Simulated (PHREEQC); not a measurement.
A column of 0.1 m (30 cells, dispersivity 0.0035 m, 3600 s a shift, diffusion coefficient 3e-10 m²/s) holds 0.041 eq of the database's cation exchanger X per kg of pore water, first in equilibrium with 42 mmol/kgw NaCl and 0.01 mmol/kgw HCl. It is flushed with 9.1 mmol/kgw SrCl2, 0.5 mmol/kgw NaCl, 0.47 mmol/kgw ZnCl2 and 0.01 mmol/kgw HCl, at 25 °C. Values are for the last cell. The system is closed to CO2. No solid was allowed to form.

All values are PHREEQC results (ion-association model, phreeqc.dat), not measurements.

| pore volumes | Sr in solution (mol/kgw) | Zn in solution (mol/kgw) | Na in solution (mol/kgw) | Cl in solution (mol/kgw) | ZnX2 on the exchanger (mol/kgw) | SrX2 on the exchanger (mol/kgw) |
|---|---|---|---|---|---|---|
| 0 | 0 | 0 | 0.0420 | 0.0420 | 0 | 0 |
| 0.4833 | 0 | 0 | 0.0419 | 0.0419 | 0 | 0 |
| 0.95 | 0 | 0 | 0.0312 | 0.0313 | 0 | 0 |
| 1.183 | 0 | 0 | 0.0247 | 0.0247 | 0 | 0 |
| 1.65 | 0 | 0 | 0.0202 | 0.0202 | 0 | 0 |
| 2.117 | 0 | 0 | 0.0197 | 0.0197 | 0 | 0 |
| 2.583 | 0 | 0 | 0.0196 | 0.0197 | 2.91e-13 | 5.03e-13 |
| 2.817 | 1.20e-9 | 4.38e-10 | 0.0196 | 0.0197 | 1.42e-7 | 5.18e-7 |
| 3.283 | 0.00784 | 0.000731 | 0.00251 | 0.0197 | 0.00133 | 0.0190 |
| 3.75 | 0.00894 | 0.000588 | 0.000594 | 0.0197 | 0.000967 | 0.0195 |
| 4.217 | 0.00905 | 0.000518 | 0.000506 | 0.0197 | 0.000847 | 0.0196 |
| 4.45 | 0.00907 | 0.000501 | 0.000502 | 0.0197 | 0.000818 | 0.0196 |
| 4.917 | 0.00909 | 0.000483 | 0.000500 | 0.0197 | 0.000788 | 0.0197 |
| 5.383 | 0.00909 | 0.000475 | 0.000500 | 0.0197 | 0.000776 | 0.0197 |
| 5.85 | 0.00910 | 0.000472 | 0.000500 | 0.0197 | 0.000771 | 0.0197 |
| 6.083 | 0.00910 | 0.000471 | 0.000500 | 0.0197 | 0.000770 | 0.0197 |
| 6.55 | 0.00910 | 0.000471 | 0.000500 | 0.0197 | 0.000768 | 0.0197 |
| 7.017 | 0.00910 | 0.000470 | 0.000500 | 0.0197 | 0.000768 | 0.0197 |

Complexes and solids missing from the database can't appear.
